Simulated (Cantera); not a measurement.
Charge: 1 mol SiHCl3, 0.02 mol HCl, a varied amount of N2, at 1675 K and 1.70 bar.

Equilibrium computed with Cantera from the NASA thermochemical tables; the gas is ideal and each condensed phase is pure. Candidate condensed phases: NH4Cl, Si, Si3N4; 28 gas species. The tables' values for SiCl3 are old estimates; treat these amounts as uncertain. Rates play no part.

x: gas mole fraction; n: condensed amount in mol.

```csv
n(N2) (mol),x N2,x HCl,x SiCl4,x SiCl2,x SiCl3,x H2,n Si3N4(s)
12,0.880,0.0614,0.0234,0.0149,0.0130,(withheld),0.102
16,0.907,0.0481,0.0171,0.0126,0.0102,(withheld),0.0996
21,0.927,0.0379,0.0125,0.0108,0.00806,(withheld),0.0970
28,0.944,0.0294,0.00896,0.00903,0.00624,(withheld),0.0938
36,0.955,0.0234,0.00662,0.00774,0.00497,(withheld),0.0906
47,0.965,0.0183,0.00476,0.00654,0.00387,(withheld),0.0869
61,0.973,0.0143,0.00342,0.00553,0.00302,(withheld),0.0829
```

Q: Complete the blanks.

A: 
- 12, x H2: 0.00709
- 16, x H2: 0.00504
- 21, x H2: 0.00363
- 28, x H2: 0.00256
- 36, x H2: 0.00187
- 47, x H2: 0.00135
- 61, x H2: 0.000974
